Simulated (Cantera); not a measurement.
A freely propagating, adiabatic, planar premixed flame of H₂ : O₂ : N₂ = 1 : 0.238 : 0.833 (molar parts), equivalence ratio 2.1, unburnt at 375 K and 0.560 bar; mixture-averaged transport, grid criteria slope 0.08 and curve 0.16, no radiation.

Detailed kinetics in Cantera: the H2/O2 subset of GRI-Mech 3.0, which has no nitrogen chemistry. Burning velocities carry a grid error of a few per cent, more on coarse grids.

Q: Predict: laminar burning velocity; thermal thickness; peak x(H); peak x(HO₂); peak x(H₂O₂).

A: 
* **laminar burning velocity**: 419 cm/s
* **thermal thickness**: 0.795 mm
* **peak x(H)**: 0.0902
* **peak x(HO₂)**: 0.000299
* **peak x(H₂O₂)**: 4.96e-5
